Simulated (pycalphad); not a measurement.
## Effect of Si content in Mg-Si

Source of the numbers: pycalphad with the COST 507 light-alloy database (1999); pressure 1 atm. The data set is of 1999 and partly superseded. Amounts are mole fractions of atoms. Kinetics are ignored, which matters at the lower temperatures.

```json
[
 {"alloy": "Mg-0.25Si (at.%)", "liquidus (K)": "921", "first solid": "HCP_A3", "solidus (K)": "912", "phases at 370 K": "HCP_A3 0.99, MG2SI 0.01"},
 {"alloy": "Mg-0.5Si (at.%)", "liquidus (K)": "919", "first solid": "HCP_A3", "solidus (K)": "912", "phases at 370 K": "HCP_A3 0.99, MG2SI 0.01"},
 {"alloy": "Mg-0.99Si (at.%)", "liquidus (K)": "914", "first solid": "HCP_A3", "solidus (K)": "912", "phases at 370 K": "HCP_A3 0.97, MG2SI 0.03"},
 {"alloy": "Mg-1.98Si (at.%)", "liquidus (K)": "953", "first solid": "MG2SI", "solidus (K)": "912", "phases at 370 K": "HCP_A3 0.94, MG2SI 0.06"},
 {"alloy": "Mg-2.97Si (at.%)", "liquidus (K)": "___", "first solid": "MG2SI", "solidus (K)": "912", "phases at 370 K": "___"}
]
```

Question: Fill in the missing entries.

Answer: 
- Mg-2.97Si (at.%), liquidus (K): 997
- Mg-2.97Si (at.%), phases at 370 K: HCP_A3 0.91, MG2SI 0.09

Database names, with the compositions (at.%) that they take in these runs: MG2SI: Mg 67 Si 33. HCP_A3 is hcp.
